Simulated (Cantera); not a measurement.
Charge: 1 mol SiCl4, 3.4 mol HCl, 23 mol H2, held at 0.180 bar.

Equilibrium computed with Cantera from the NASA thermochemical tables; the gas is ideal and each condensed phase is pure. Candidate condensed phases: Si; 19 gas species. The tables' values for SiCl, SiCl3 are old estimates; treat these amounts as uncertain. Gases not in the tables: Si2H6 and higher silanes. Kinetics and transport are ignored. All values below are at 2400 K.

Base state: H2 0.736, HCl 0.191, H 0.0322, SiCl2 0.0270, Cl 0.00596, Si 0.00411, SiCl 0.00231, SiH 0.000463 (mole fractions); condensed: gas only.

What changes in the equilibrium state with this change: HCl from 3.4 to 0.045 mol?


| species | before | after |
|---|---|---|
| H2 | 0.736 | 0.818 |
| HCl | 0.191 | 0.107 |
| H | 0.0322 | 0.0339 |
| Si | 0.00411 | 0.0114 |
| SiCl2 | 0.0270 | 0.0212 |
| Si3 | 1.95e-6 | 4.18e-5 |
| Si2 | 3.19e-5 | 0.000247 |
| SiH2 | 0.000176 | 0.000542 |
| SiH | 0.000463 | 0.00136 |
| SiCl3 | 0.000184 | 7.65e-5 |
